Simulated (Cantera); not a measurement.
Mixture: 7.40 % C₃H₈, 19.5 % O₂, 73.2 % N₂, equivalence ratio 1.9, at 5.00 bar, adiabatic and at constant pressure. Ignition delay is the time to a rise of 400 K.

Computed with Cantera and GRI-Mech 3.0 (53 species, 325 reactions). GRI-Mech 3.0 was tuned for natural gas; its chemistry of propane as a main component is partial and can be far from experiment.

Task: Predict: delay at 1298 K; delay at 1348 K; delay at 1398 K; delay at 1448 K; delay at 1498 K; delay at 1548 K; delay at 1598 K; apparent activation energy between 1498 and 1598 K.

Result: 
```json
{
  "delay at 1298 K": "0.479 ms",
  "delay at 1348 K": "0.217 ms",
  "delay at 1398 K": "0.106 ms",
  "delay at 1448 K": "56.6 µs",
  "delay at 1498 K": "32.5 µs",
  "delay at 1548 K": "20.0 µs",
  "delay at 1598 K": "13.1 µs",
  "apparent activation energy between 1498 and 1598 K": "180 kJ/mol"
}
```
